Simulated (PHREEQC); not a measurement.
Make-up at 25 °C: 0.0013 mol KH2PO4 and 0.001 mol Na2B4O7 per kg of water. Closed to the air; pH follows from the charge balance.

All values are PHREEQC results (ion-association model, wateq4f.dat), not measurements.

Task: The ionic strength comes out as 0.00454 mol/kgw. What activity coefficients do K+, HPO4-2, OH-, H2PO4-, KHPO4- get?

Result: K+ 0.93, HPO4-2 0.75, OH- 0.93, H2PO4- 0.93, KHPO4- 0.93.

Precipitation was switched off in this run. Complexes and solids missing from the database can't appear. H3PO4, which wateq4f.dat lacks, is added to it with the constant of phreeqc.dat.
